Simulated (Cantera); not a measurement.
# Equilibrium for thermal oxidation and active oxidation of silicon: Si + O₂ + N₂

Charge: 1 mol Si, 0.42 mol O₂, 110 mol N₂, equilibrated at 36.0 Pa.

Equilibrium computed with Cantera from the NASA thermochemical tables; the gas is ideal and each condensed phase is pure. Candidate condensed phases: Si, SiO₂, Si₂N₂O, Si₃N₄; 16 gas species. The tables' values for SiN are old estimates; treat these amounts as uncertain. The numbers say what is thermodynamically allowed, not how fast it happens.

From 1625 K to 1675 K the condensed part is Si(s). From 1725 K to 2125 K nothing is condensed. The main Si-bearing gas is SiO throughout.

```tsv
T (K)	x N₂	x SiO	x Si	x Si₂N	x SiN	x Si₂	n Si(s)
1625	0.992	0.00757	0.000452	1.16e-5	6.72e-6	1.31e-6	0.106
1675	0.991	0.00757	0.00121	2.70e-5	1.50e-5	4.69e-6	0.0171
1725	0.991	0.00757	0.00139	1.27e-5	1.47e-5	3.28e-6	0
1775	0.991	0.00757	0.00141	4.89e-6	1.28e-5	1.84e-6	0
1825	0.991	0.00757	0.00142	1.95e-6	1.11e-5	1.05e-6	0
1875	0.991	0.00757	0.00143	8.14e-7	9.66e-6	6.09e-7	0
1925	0.991	0.00757	0.00143	3.54e-7	8.48e-6	3.64e-7	0
1975	0.991	0.00757	0.00143	1.61e-7	7.49e-6	2.23e-7	0
2025	0.991	0.00757	0.00143	7.57e-8	6.65e-6	1.40e-7	0
2075	0.991	0.00757	0.00144	3.70e-8	5.94e-6	8.98e-8	0
2125	0.991	0.00757	0.00144	1.87e-8	5.33e-6	5.88e-8	0
```
x: gas mole fraction; n: condensed amount in mol.
